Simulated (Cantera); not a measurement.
Cantera run:

```python
import numpy as np
import cantera as ct

gas_names = """
    B BH BH2 BH3 BO BO2 B2 B2O B2O2 B2O3 B3O3H3 H HBO HBO2 HO2 H2 H2O H2O2 H3B3O6 O OH O2 O3
""".split()
cond_names = """
    B(b) B(L) B2O3(L) B3O3H3(cr) H2O(s) H2O(L)
""".split()


# ... load() reads the species with a 1 bar reference pressure and builds the phases ...
atoms = {
    'B2O3': {'B': 2, 'O': 3},
    'O2': {'O': 2},
    'H2': {'H': 2},
}
top_T = {}  # K; cautious upper limits of use, not melting points


# ... equilibrate(T, P, feed) seeds the gas with the atoms and calls Mixture.equilibrate('TP', solver="vcs", rtol=1e-11, max_steps=5000) ...
results = []
feed = {'B2O3': 1, 'O2': 0.21, 'H2': 1}  # mol
P = 51000  # Pa
for T in [1225, 1325, 1425, 1525, 1625, 1725, 1825]:
    mix = equilibrate(T, P, feed)
    results.append((T, P, feed, dict(zip(mix.species_names, mix.species_moles))))
    x = sorted(zip(gas.X, gas.species_names), reverse=True)
    print(f"T = {T:g} K  P = {P:g} Pa  gas = {mix.phase_moles(0):.4g} mol")
    print("   x: " + "  ".join(f"{s} {v:.3e}" for v, s in x if v > 0.001))
    print("   condensed (mol): " + ("  ".join(f"{mix.phase(i).name} {mix.phase_moles(i):.4g}"
          for i in range(1, mix.n_phases) if mix.phase_moles(i) > 1e-12) or "none"))
```

Output:

```
T = 1225 K  P = 51000 Pa  gas = 0.9995 mol
   x: H2 5.803e-01  H2O 4.166e-01  H3B3O6 2.047e-03  HBO2 1.065e-03
   condensed (mol): B2O3(L) 0.9964
T = 1325 K  P = 51000 Pa  gas = 1.001 mol
   x: H2 5.793e-01  H2O 4.155e-01  HBO2 3.729e-03  H3B3O6 1.455e-03
   condensed (mol): B2O3(L) 0.9959
T = 1425 K  P = 51000 Pa  gas = 1.005 mol
   x: H2 5.772e-01  H2O 4.110e-01  HBO2 1.079e-02  H3B3O6 1.064e-03
   condensed (mol): B2O3(L) 0.993
T = 1525 K  P = 51000 Pa  gas = 1.013 mol
   x: H2 5.724e-01  H2O 4.000e-01  HBO2 2.670e-02
   condensed (mol): B2O3(L) 0.9852
T = 1625 K  P = 51000 Pa  gas = 1.03 mol
   x: H2 5.630e-01  H2O 3.781e-01  HBO2 5.768e-02
   condensed (mol): B2O3(L) 0.9689
T = 1725 K  P = 51000 Pa  gas = 1.061 mol
   x: H2 5.463e-01  H2O 3.404e-01  HBO2 1.102e-01  B2O3 2.257e-03
   condensed (mol): B2O3(L) 0.9384
T = 1825 K  P = 51000 Pa  gas = 1.115 mol
   x: H2 5.189e-01  H2O 2.835e-01  HBO2 1.864e-01  B2O3 9.467e-03
   condensed (mol): B2O3(L) 0.8845
```

These are equilibrium values from Cantera (NASA tables, ideal gas, pure condensed phases), not measurements of a reactor. Gases not in the tables: H3BO3.
